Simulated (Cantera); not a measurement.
Mixture: 2.85 % C₃H₈, 20.4 % O₂, 76.8 % N₂, equivalence ratio 0.70, at 1.01 bar, adiabatic and at constant volume. Ignition delay is the time to a rise of 400 K.

Detailed kinetics in Cantera: GRI-Mech 3.0 (53 species, 325 reactions). GRI-Mech 3.0 was tuned for natural gas; its chemistry of propane as a main component is partial and can be far from experiment.

### Question
Predict: delay at 1250 K; delay at 1350 K; delay at 1450 K; delay at 1550 K; delay at 1650 K; apparent activation energy between 1550 and 1650 K.

### Answer
```json
{
  "delay at 1250 K": "2.12 ms",
  "delay at 1350 K": "0.401 ms",
  "delay at 1450 K": "0.112 ms",
  "delay at 1550 K": "43.9 µs",
  "delay at 1650 K": "22.0 µs",
  "apparent activation energy between 1550 and 1650 K": "150 kJ/mol"
}
```
